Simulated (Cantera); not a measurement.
Gas mixture: N2O = 0.099 (molar parts), at 10.0 bar, frozen composition.

Cantera's kinetic-theory transport with the Lennard-Jones parameters of GRI-Mech 3.0, ideal gas; thermal conductivity in the multicomponent form. The composition is frozen, though it would react at the higher temperatures.

One state of this run: ρ (kg/m³) = 6.62; cp (J/kg/K) = 1192; μ (µPa s) = 34.0; λ (mW/m/K) = 54.7; Pr = 0.742; D (cm²/s) CH3 = 0.101; D (cm²/s) H2O = 0.110; D (cm²/s) NH3 = 0.105. D: mixture-averaged diffusion coefficient of that species in the mixture.

Question: Which value of T (K) does it belong to?
A) 1200
B) 400
C) 800
D) 500

Answer: C, 800
